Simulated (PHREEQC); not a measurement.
Make-up at 85 °C: 59 mmol/kgw Al2(SO4)3 and 34 mmol/kgw Na2SO4. Closed to the air; pH follows from the charge balance.

Model: ion-association model, wateq4f.dat, run in PHREEQC.

```
quantity                    before    after
--------------------------  ------  -------
pH                            3.45     3.67
ionic strength (mol/kgw)     0.235    0.124
Al(SO4)2- (mol/kgw)         0.0376  0.00640
SI of Al(OH)3(a) (Al(OH)3)   -0.41    -0.33
SI of Boehmite (AlOOH)       +2.02    +2.09
```

Problem. What was changed between the two runs?
A) Na2SO4 replaced by (NH4)2SO4 at the same molality
B) diluted 100-fold with water
C) Al2(SO4)3 from 0.059 to 0.0118 mol/kgw
D) temperature from 85 to 30 °C
E) temperature from 85 to 40 °C

Solution. C, Al2(SO4)3 from 0.059 to 0.0118 mol/kgw

This is a speciation only: nothing precipitates in the calculation. Some of these states are supersaturated (in Boehmite (slow to form), Gibbsite (slow to form), for instance). Away from 25 °C the constants follow the database's enthalpies or fits; those with neither stay at their 25 °C values.
